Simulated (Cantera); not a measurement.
Input (Python, Cantera) and output of one run.

```python
import numpy as np
import cantera as ct

gas_names = """
    H HNO HNO2 HNO3 HO2 H2 H2O H2O2 N NH NH2 NH3 NH2OH NO NO2 NO3 N2 N2H2 N2H4 N2O O OH O2 O3 Si SiH
    SiH2 SiH3 SiH4 SiN SiO SiO2 Si2 Si2N Si3
""".split()
cond_names = """
    H2O(s) H2O(L) Si(cr) Si(L) SiO2(Lqz) SiO2(hqz) SiO2(L) Si2N2O(s) Si3N4(a)
""".split()


def load(file, names, dense=False):
    # The tables refer to 1 bar. Condensed volumes are neglected.
    table = {s.name: s for s in ct.Species.list_from_file(file)}
    out = []
    for n in names:
        d = dict(table[n].input_data)
        d["thermo"] = dict(d["thermo"], **{"reference-pressure": 1e5})
        if dense:
            d["equation-of-state"] = {"model": "constant-volume", "density": "1e6 g/cm^3"}
        out.append(ct.Species.from_dict(d))
    return out


gas = ct.Solution(thermo="ideal-gas", species=load("nasa_gas.yaml", gas_names))
cond = {s.name: ct.Solution(thermo="fixed-stoichiometry", species=[s], name=s.name)
        for s in load("nasa_condensed.yaml", cond_names, dense=True)}
atoms = {
    'Si': {'Si': 1},
    'N2O': {'N': 2, 'O': 1},
    'H2': {'H': 2},
}
top_T = {'Si2N2O(s)': 2100, 'Si3N4(a)': 2400}  # K; cautious upper limits of use, not melting points


def equilibrate(T, P, feed):
    n = {}
    for name, mol in feed.items():
        for a, k in atoms[name].items():
            n[a] = n.get(a, 0.0) + k * mol
    gas.TPX = T, P, n
    mass = sum(n.values()) * gas.mean_molecular_weight
    gas.equilibrate("TP")
    valid = [c for c in cond.values() if c.min_temp <= T <= top_T.get(c.name, c.max_temp)]
    mix = ct.Mixture([(gas, mass / gas.mean_molecular_weight)] + [(c, 0.0) for c in valid])
    mix.T, mix.P = T, P
    mix.equilibrate("TP", solver="vcs", rtol=1e-11, max_steps=5000)
    return mix


results = []
feed = {'Si': 1, 'N2O': 0.11, 'H2': 340}  # mol
P = 88  # Pa
for T in [1548, 1598, 1648, 1698, 1748, 1798, 1848, 1898, 1948, 1998, 2048, 2098, 2148]:
    mix = equilibrate(T, P, feed)
    results.append((T, P, feed, dict(zip(mix.species_names, mix.species_moles))))
    x = sorted(zip(gas.X, gas.species_names), reverse=True)
    print(f"T = {T:g} K  P = {P:g} Pa  gas = {mix.phase_moles(0):.4g} mol")
    print("   x: " + "  ".join(f"{s} {v:.3e}" for v, s in x if v > 1e-05))
    print("   condensed (mol): " + ("  ".join(f"{mix.phase(i).name} {mix.phase_moles(i):.4g}"
          for i in range(1, mix.n_phases) if mix.phase_moles(i) > 1e-12) or "none"))
```

It prints:

```
T = 1548 K  P = 88 Pa  gas = 340.4 mol
   x: H2 9.983e-01  H 1.037e-03  SiO 3.231e-04  N2 3.231e-04  Si 3.611e-05
   condensed (mol): Si(cr) 0.8757
T = 1598 K  P = 88 Pa  gas = 340.6 mol
   x: H2 9.974e-01  H 1.792e-03  SiO 3.230e-04  N2 3.229e-04  Si 1.063e-04
   condensed (mol): Si(cr) 0.8495
T = 1648 K  P = 88 Pa  gas = 340.8 mol
   x: H2 9.960e-01  H 2.996e-03  SiO 3.227e-04  N2 3.226e-04  Si 2.927e-04  SiH 1.594e-05
   condensed (mol): Si(cr) 0.7808
T = 1698 K  P = 88 Pa  gas = 341.3 mol
   x: H2 9.937e-01  H 4.859e-03  Si 7.463e-04  SiO 3.223e-04  N2 3.219e-04  SiH 3.437e-05  SiH2 1.388e-05
   condensed (mol): Si(L) 0.6154
T = 1748 K  P = 88 Pa  gas = 342.1 mol
   x: H2 9.899e-01  H 7.663e-03  Si 1.654e-03  SiO 3.215e-04  N2 3.209e-04  SiH 6.498e-05  SiH2 2.032e-05
   condensed (mol): Si(L) 0.2863
T = 1798 K  P = 88 Pa  gas = 343.1 mol
   x: H2 9.850e-01  H 1.178e-02  Si 2.462e-03  SiO 3.206e-04  N2 3.200e-04  SiH 8.318e-05  SiH2 2.042e-05  Si2 1.039e-05
   condensed (mol): none
T = 1848 K  P = 88 Pa  gas = 344.1 mol
   x: H2 9.791e-01  H 1.769e-02  Si 2.485e-03  SiO 3.196e-04  N2 3.193e-04  SiH 7.271e-05  SiH2 1.420e-05
   condensed (mol): none
T = 1898 K  P = 88 Pa  gas = 345.6 mol
   x: H2 9.708e-01  H 2.596e-02  Si 2.494e-03  SiO 3.183e-04  N2 3.180e-04  SiH 6.359e-05
   condensed (mol): none
T = 1948 K  P = 88 Pa  gas = 347.6 mol
   x: H2 9.595e-01  H 3.731e-02  Si 2.493e-03  SiO 3.165e-04  N2 3.163e-04  SiH 5.569e-05
   condensed (mol): none
T = 1998 K  P = 88 Pa  gas = 350.3 mol
   x: H2 9.443e-01  H 5.255e-02  Si 2.484e-03  SiO 3.140e-04  N2 3.138e-04  SiH 4.880e-05
   condensed (mol): none
T = 2048 K  P = 88 Pa  gas = 353.9 mol
   x: H2 9.243e-01  H 7.257e-02  Si 2.466e-03  SiO 3.108e-04  N2 3.106e-04  SiH 4.275e-05
   condensed (mol): none
T = 2098 K  P = 88 Pa  gas = 358.7 mol
   x: H2 8.986e-01  H 9.833e-02  Si 2.440e-03  SiO 3.066e-04  N2 3.065e-04  SiH 3.738e-05
   condensed (mol): none
T = 2148 K  P = 88 Pa  gas = 365 mol
   x: H2 8.662e-01  H 1.308e-01  Si 2.403e-03  SiO 3.014e-04  N2 3.013e-04  SiH 3.257e-05
   condensed (mol): none
```

Method: chemical equilibrium by Gibbs-energy minimisation in Cantera with the NASA 1993 tables (ideal gas, pure condensed phases). Gases not in the tables: Si2H6 and higher silanes.
